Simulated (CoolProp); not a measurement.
Vapour pressure (MPa) of sulfur hexafluoride: the reference equation beside estimates from Tc = 45.6 °C, pc = 3.755 MPa, ω = 0.210. Clausius-Clapeyron is anchored at -11.15 °C with a constant enthalpy of vaporisation of 13.35 kJ/mol.

Computed with CoolProp (reference Helmholtz-energy equation of state, Guder 2009).

```tsv
T (°C)	reference	Clausius-Clapeyron	van der Waals	Peng-Robinson
-26.35	0.5586	0.6226	1.236	0.5637
-22.55	0.6344	0.6871	1.328	0.6399
-18.75	0.7176	0.7561	1.424	0.7236
-14.95	0.8087	0.8297	1.525	0.8152
-11.15	0.9080	0.9080	1.630	0.9152
-7.35	1.016	0.9911	1.740	1.024
-3.55	1.133	1.079	1.854	1.142
0.25	1.260	[?]	1.972	1.270
4.05	1.398	1.271	2.096	1.409
7.85	1.546	1.374	2.223	1.558
11.65	[?]	1.483	2.356	1.719
15.45	1.876	1.597	2.493	[?]
19.25	2.060	1.717	2.635	2.077
23.05	2.257	1.842	2.782	2.275
```

**Question.** Some entries are withheld; supply them.

**Answer.** 
- 0.25, Clausius-Clapeyron: 1.172
- 11.65, reference: 1.705
- 15.45, Peng-Robinson: 1.892

Absolute difference from the reference over all 14 rows, mean and median: Clausius-Clapeyron 8.9 and 8.7 %, van der Waals 64.6 and 60.1 %, Peng-Robinson 0.8 and 0.8 %.
